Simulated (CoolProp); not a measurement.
Computed with CoolProp (reference Helmholtz-energy equation of state, Lemmon 2006). It is a short technical equation, of lower accuracy than the large ones.

Task: For C2F6 (R116), give the phase and the density (kg/m³), cv (kJ/(kg K)), Joule-Thomson coefficient (K/MPa), isothermal compressibility (1/MPa) at 272.2 K and 17.1 bar; 272.2 K and 22.9 bar.

Result: 
- 272.2 K and 17.1 bar: gas; density 156, cv 0.738, Joule-Thomson coefficient 17.7, isothermal compressibility 1.05
- 272.2 K and 22.9 bar: liquid; density 1160, cv 0.741, Joule-Thomson coefficient 0.895, isothermal compressibility 0.0299
